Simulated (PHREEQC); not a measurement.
Dissolve 0.014 mol Na2S and 0.089 mol NaOH per kg of water at 25 °C. Closed to the air; pH follows from the charge balance.

Computed with PHREEQC (ion-association model, phreeqc.dat).

No solid was allowed to form.

Task: What pH, density, ionic strength does the model give?

Result: pH 12.84; density 1.002 g/cm³; ionic strength 0.126 mol/kgw.

Species that the database lacks are ignored. The database's pK near 12.9 for HS-/S-2 is now thought far too low, so its S-2 is overstated.
